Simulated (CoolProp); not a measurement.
R227EA along the isotherm 475 K: density (kg/m³) from the reference equation and from simpler models built on Tc = 374.9 K, pc = 2.925 MPa, ω = 0.358; each cubic takes its own stable root.

Model: reference Helmholtz-energy equation of state, Lemmon 2016, in CoolProp.

```json
[
 {"p (MPa)": "0.813", "phase": "gas", "reference": "36.46", "ideal gas": "35.00", "van der Waals": "36.73", "Soave-Redlich-Kwong": "36.35", "Peng-Robinson": "36.65"},
 {"p (MPa)": "1.63", "phase": "gas", "reference": "76.29", "ideal gas": "70.18", "van der Waals": "77.75", "Soave-Redlich-Kwong": "75.79", "Peng-Robinson": "77.02"},
 {"p (MPa)": "2.44", "phase": "gas", "reference": "119.4", "ideal gas": "105.0", "van der Waals": "123.7", "Soave-Redlich-Kwong": "118.0", "Peng-Robinson": "120.9"},
 {"p (MPa)": "3.25", "phase": "supercritical", "reference": "166.5", "ideal gas": "139.9", "van der Waals": "176.7", "Soave-Redlich-Kwong": "163.4", "Peng-Robinson": "168.6"},
 {"p (MPa)": "4.06", "phase": "supercritical", "reference": "218.0", "ideal gas": "174.8", "van der Waals": "238.9", "Soave-Redlich-Kwong": "212.0", "Peng-Robinson": "220.2"},
 {"p (MPa)": "4.88", "phase": "supercritical", "reference": "274.6", "ideal gas": "210.1", "van der Waals": "312.7", "Soave-Redlich-Kwong": "263.8", "Peng-Robinson": "275.6"},
 {"p (MPa)": "5.69", "phase": "supercritical", "reference": "334.1", "ideal gas": "245.0", "van der Waals": "391.8", "Soave-Redlich-Kwong": "316.8", "Peng-Robinson": "332.6"},
 {"p (MPa)": "6.5", "phase": "supercritical", "reference": "395.7", "ideal gas": "279.8", "van der Waals": "464.2", "Soave-Redlich-Kwong": "370.0", "Peng-Robinson": "390.1"},
 {"p (MPa)": "7.31", "phase": "supercritical", "reference": "457.0", "ideal gas": "314.7", "van der Waals": "522.3", "Soave-Redlich-Kwong": "422.2", "Peng-Robinson": "446.7"}
]
```
